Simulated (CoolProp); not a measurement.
Computed with CoolProp (reference Helmholtz-energy equation of state, Colonna 2008). It is a short technical equation, of lower accuracy than the large ones.

### Question
Give the vapour pressure (kPa), liquid density (kg/m³), vapour Z of saturated dodecamethylcyclohexasiloxane (D6) at 223.75, 246.05, 312.85 °C.

### Answer
```
T (°C)  p (kPa)  liquid density (kg/m³)  vapour Z
------  -------  ----------------------  --------
223.75     61.7                     735     0.935
246.05      104                     703     0.902
312.85      376                     586     0.731
```
